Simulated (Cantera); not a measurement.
An isothermal, constant-pressure homogeneous reactor starts with 4.55 % C2H6, 95.5 % N2, at 1600 K and 90.0 Torr.

Model: GRI-Mech 3.0 (53 species, 325 reactions), integrated in Cantera. GRI-Mech 3.0 stops at C3 and has no aromatics, soot or wall deposition, so with more carbon than oxygen in the feed, carbon stays in small species such as C2H2 where larger ones or solid carbon would form.

Q: Predict: x(C2H6) at 200 s; x(H) at 200 s; x(HCN) at 200 s; x(C2H2) at 200 s; x(CH3) at 200 s.

A: 
| Item | Value |
|---|---|
| x(C2H6) at 200 s | 1.92e-9 (gas-phase equilibrium 6.14e-10) |
| x(H) at 200 s | 4.55e-5 (gas-phase equilibrium 4.56e-5) |
| x(HCN) at 200 s | 5.15e-6 (gas-phase equilibrium 0.0568) |
| x(C2H2) at 200 s | 0.0415 (gas-phase equilibrium 0.0132) |
| x(CH3) at 200 s | 2.01e-6 (gas-phase equilibrium 1.13e-6) |
